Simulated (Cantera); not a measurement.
An isothermal plug-flow reactor at 725 K and 1.01 bar (inlet), inlet velocity 0.11 m/s, active area per volume 4200 1/m; feed CO : O2 : N2 : H2O = 0.015 : 0.061 : 0.79 : 0.017 (molar parts), equivalence ratio 0.12.

Model: Deutschmann's 1995 Pt surface mechanism with GRI-Mech 3.0 gas chemistry, integrated in Cantera. Catalytic surfaces can have several steady states; this one follows from the mechanism file's or the stated starting coverage. Mass transfer to the wall is taken as infinitely fast.

x: gas mole fraction; θ: surface coverage.

```json
[
 {"z (m)": "3.6e-05", "x CO": "[?]", "x O2": "0.0657", "x H2O": "0.0193", "x CO2": "0.00723", "θ free Pt": "0.0817", "θ O*": "0.0198", "θ OH*": "0.000931", "θ CO*": "0.898"},
 {"z (m)": "6.5e-05", "x CO": "[?]", "x O2": "0.0624", "x H2O": "0.0194", "x CO2": "0.0144", "θ free Pt": "0.0277", "θ O*": "0.967", "θ OH*": "0.00380", "θ CO*": "0.00153"},
 {"z (m)": "0.00012", "x CO": "[?]", "x O2": "0.0620", "x H2O": "0.0194", "x CO2": "0.0152", "θ free Pt": "0.0208", "θ O*": "0.975", "θ OH*": "0.00331", "θ CO*": "0.000604"},
 {"z (m)": "0.00021", "x CO": "[?]", "x O2": "0.0617", "x H2O": "0.0194", "x CO2": "0.0158", "θ free Pt": "0.0181", "θ O*": "0.978", "θ OH*": "0.00309", "θ CO*": "0.000307"},
 {"z (m)": "0.00036", "x CO": "[?]", "x O2": "0.0615", "x H2O": "0.0194", "x CO2": "0.0164", "θ free Pt": "0.0165", "θ O*": "0.980", "θ OH*": "0.00295", "θ CO*": "0.000150"},
 {"z (m)": "0.00065", "x CO": "[?]", "x O2": "0.0613", "x H2O": "0.0194", "x CO2": "0.0168", "θ free Pt": "0.0155", "θ O*": "0.982", "θ OH*": "0.00286", "θ CO*": "5.50e-5"},
 {"z (m)": "0.0012", "x CO": "[?]", "x O2": "0.0611", "x H2O": "0.0194", "x CO2": "0.0171", "θ free Pt": "0.0150", "θ O*": "0.982", "θ OH*": "0.00282", "θ CO*": "1.14e-5"},
 {"z (m)": "0.0021", "x CO": "[?]", "x O2": "0.0611", "x H2O": "0.0194", "x CO2": "0.0171", "θ free Pt": "0.0149", "θ O*": "0.982", "θ OH*": "0.00280", "θ CO*": "1.05e-6"},
 {"z (m)": "0.0036", "x CO": "[?]", "x O2": "0.0611", "x H2O": "0.0194", "x CO2": "0.0171", "θ free Pt": "0.0149", "θ O*": "0.982", "θ OH*": "0.00280", "θ CO*": "2.04e-8"}
]
```

### Question
Fill in the missing entries.

### Answer

- 3.6e-05, x CO: 0.00982
- 6.5e-05, x CO: 0.00275
- 0.00012, x CO: 0.00193
- 0.00021, x CO: 0.00130
- 0.00036, x CO: 0.000766
- 0.00065, x CO: 0.000320
- 0.0012, x CO: 7.12e-5
- 0.0021, x CO: 6.62e-6
- 0.0036, x CO: 1.29e-7
